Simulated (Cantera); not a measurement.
Mixture: C2H4 : O2 : N2 : H2O = 1 : 2.5 : 9.4 : 0.83 (molar parts), at 5480 Torr, adiabatic and at constant pressure. Ignition delay is the time to a rise of 400 K.

Cantera simulation using GRI-Mech 3.0 (53 species, 325 reactions); the numbers are that mechanism's predictions, not measurements. GRI-Mech 3.0 was tuned for natural gas; its chemistry of ethylene as a main component is partial and can be far from experiment.

### Question
What does this change do: pressure from 5480 Torr to 2480 Torr?

### Answer
| quantity | before | after |
|---|---|---|
| delay at 1073 K | 8.01 ms | 13.7 ms |
| delay at 1148 K | 2.00 ms | 2.32 ms |
| delay at 1223 K | 0.417 ms | 0.383 ms |
| delay at 1298 K | 92.8 µs | 78.7 µs |
| delay at 1373 K | 24.5 µs | 26.8 µs |
| delay at 1448 K | 9.63 µs | 14.5 µs |
| delay at 1523 K | 5.40 µs | 9.45 µs |
| apparent activation energy between 1373 and 1523 K | 180 kJ/mol | 120 kJ/mol |
